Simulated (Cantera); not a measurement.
A perfectly stirred reactor is fed with CH₄ : H₂O : H₂ = 1 : 0.3 : 0.24 (molar parts), at 0.200 bar; it is held at 1875 K, and followed from long to short residence time.

Detailed kinetics in Cantera: GRI-Mech 3.0 (53 species, 325 reactions). GRI-Mech 3.0 stops at C3 and has no aromatics, soot or wall deposition, so with more carbon than oxygen in the feed, carbon stays in small species such as C2H2 where larger ones or solid carbon would form.

Task: What does this change do: temperature 1875 to 1850 K?

Result: 
```csv
quantity,before,after
x(CH₄) at τ = 0.580 s,0.0186,0.0223
x(H₂O) at τ = 0.580 s,0.0257,0.0320
x(H₂) at τ = 0.580 s,0.738,0.730
x(C₂H₆) at τ = 0.580 s,3.07e-6,4.10e-6
x(H) at τ = 0.580 s,0.00120,0.000980
x(CH₄) at τ = 50.0 ms,0.0617,0.0741
x(H₂O) at τ = 50.0 ms,0.0902,0.0985
x(H₂) at τ = 50.0 ms,0.658,0.643
x(C₂H₆) at τ = 50.0 ms,3.11e-5,4.11e-5
x(H) at τ = 50.0 ms,0.00101,0.000805
```

Task: What does this change do: pressure from 0.200 bar to 0.940 bar?

Result: 
```tsv
quantity	before	after
x(CH₄) at τ = 0.580 s	0.0186	0.0177
x(H₂O) at τ = 0.580 s	0.0257	0.0148
x(H₂) at τ = 0.580 s	0.738	0.747
x(C₂H₆) at τ = 0.580 s	3.07e-6	3.12e-6
x(H) at τ = 0.580 s	0.00120	0.000581
x(CH₄) at τ = 50.0 ms	0.0617	0.0514
x(H₂O) at τ = 50.0 ms	0.0902	0.0699
x(H₂) at τ = 50.0 ms	0.658	0.682
x(C₂H₆) at τ = 50.0 ms	3.11e-5	2.47e-5
x(H) at τ = 50.0 ms	0.00101	0.000531
```
